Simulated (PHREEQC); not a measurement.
A column of 1 m (40 cells, dispersivity 0.08 m, 60 s a shift, diffusion coefficient 3e-10 m²/s) holds 0.011 eq of the database's cation exchanger X per kg of pore water, first in equilibrium with 0.031 mol/kgw KCl, 0.012 mol/kgw KBr and 1e-05 mol/kgw HCl. It is flushed with 0.0014 mol KBr, 0.0034 mol MgCl2 and 1e-05 mol HCl per kg of water, at 15 °C. Values are for the last cell. No CO2 enters from the air. Nothing may precipitate in this run.

Base run: PHREEQC, ion-association model, phreeqc.dat. Each further column changes one thing. The table gives Mg in solution (mol/kgw).

```
pore volumes      base  exchange capacity from 0.011 to 0.0055 eq/kgw  dispersivity from 0.08 to 0.16 m
------------  --------  ---------------------------------------------  --------------------------------
0                    0                                              0                                 0
0.7625         4.52e-5                                       0.000220                          0.000170
1.363          5.86e-5                                       0.000786                          0.000335
2.112         0.000649                                        0.00256                           0.00112
2.862          0.00269                                        0.00325                           0.00236
3.612          0.00325                                        0.00338                           0.00300
4.213          0.00336                                        0.00340                           0.00322
4.963          0.00339                                        0.00340                           0.00333
```
